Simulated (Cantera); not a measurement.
Charge: 1 mol Al, 0.38 mol H2O, 0.023 mol Cl2, held at 1198.15 K and 1.00 bar.

Cantera equilibrium calculation (NASA polynomials, part measured and part estimated; ideal gas, pure solids and liquids). Candidate condensed phases: Al, AlCl3, Al2O3, H2O; 29 gas species. Mutual solubility and eutectic melting of coexisting phases are not modelled. The tables' values for AlCl2 are old estimates; treat these amounts as uncertain. Rates play no part.

Base state: H2 0.946, AlCl3 0.0281, AlCl 0.0214, AlCl2 0.00429, HCl 0.000224 (mole fractions); condensed: Al(l) + Al2O3(s).

Problem. What changes in the equilibrium state with this change: pressure from 1.00 bar to 10.0 mbar?

Solution. 
```
species          before     after
-------------  --------  --------
H2                0.946     0.894
AlCl             0.0214     0.105
AlCl2           0.00429   0.00104
AlCl3            0.0281  0.000334
HCl            0.000224  0.000107
Al(l), mol        0.725     0.701
Al2O3(s), mol     0.127     0.127
```

Problem. What changes in the equilibrium state with this change: Cl2 from 0.023 to 0.11 mol?

Solution. 
```tsv
species	before	after
H2	0.946	0.815
AlCl3	0.0281	0.136
AlCl	0.0214	0.0362
AlCl2	0.00429	0.0123
Al2Cl6	8.22e-6	0.000194
HCl	0.000224	0.000351
Al(l), mol	0.725	0.660
Al2O3(s), mol	0.127	0.127
```
